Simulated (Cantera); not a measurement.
Charge: 1 mol borazine, 0.2 mol O₂, 1.1 mol H₂, held at 2223.15 K and 2.60 mbar.

Method: chemical equilibrium by Gibbs-energy minimisation in Cantera with the NASA 1993 tables (ideal gas, pure condensed phases). Candidate condensed phases: B, BN, B₂O₃, B₃O₃H₃, H₂O; 39 gas species. The feed counts by its element totals alone. The tables' values for BH₂ are old estimates; treat these amounts as uncertain. Kinetics and transport are ignored.

Base state: H₂ 0.597, N₂ 0.240, H 0.0972, BO 0.0398, HBO 0.0205, B 0.00144, B₂O₂ 0.00142, B₂O 0.000969 (mole fractions); condensed: B(s).

Problem. What changes in the equilibrium state with this change: O₂ from 0.2 to 0.094 mol?

Solution. 
```csv
species,before,after
H₂,0.597,0.621
N₂,0.240,0.247
H,0.0972,0.0990
BO,0.0398,0.0196
HBO,0.0205,0.0103
B₂O₂,0.00142,0.000344
B₂O,0.000969,0.000476
"B(s), mol",2.58,2.79
```

Problem. What changes in the equilibrium state with this change: H₂ from 1.1 to 140 mol?

Solution. 
| species | before | after |
|---|---|---|
| H₂ | 0.597 | 0.868 |
| H | 0.0972 | 0.117 |
| N₂ | 0.240 | 0.00973 |
| BO | 0.0398 | 0.00157 |
| HBO | 0.0205 | 0.000979 |
| B₂O₂ | 0.00142 | 2.23e-6 |
| B₂O | 0.000969 | 3.83e-5 |
| BN | 2.33e-5 | 4.69e-6 |
| BH₂ | 0.000882 | 0.00128 |
| B(s), mol | 2.58 | 2.16 |
